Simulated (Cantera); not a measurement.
A closed system holds: 1 mol PbF2, 3.8 mol H2, 1.5 mol N2, held at 1752 °C and 0.100 bar.

Cantera equilibrium calculation (NASA polynomials, part measured and part estimated; ideal gas, pure solids and liquids). Candidate condensed phases: Pb, PbF2; 26 gas species. Kinetics and transport are ignored.

Q: What is the equilibrium state?

A: 
| Quantity | Value |
|---|---|
| x(H2) | 0.381 |
| x(HF) | 0.273 |
| x(N2) | 0.205 |
| x(Pb) | 0.136 |
| x(H) | 0.00376 |
| x(PbF) | 0.000428 |
| x(Pb2) | 8.61e-6 |
| x(PbF2) | 4.94e-6 |
| x(F) | 1.22e-6 |
| gas amount | 7.312 mol |
| log10 activity of Pb(l) (absent) | -1.87 |
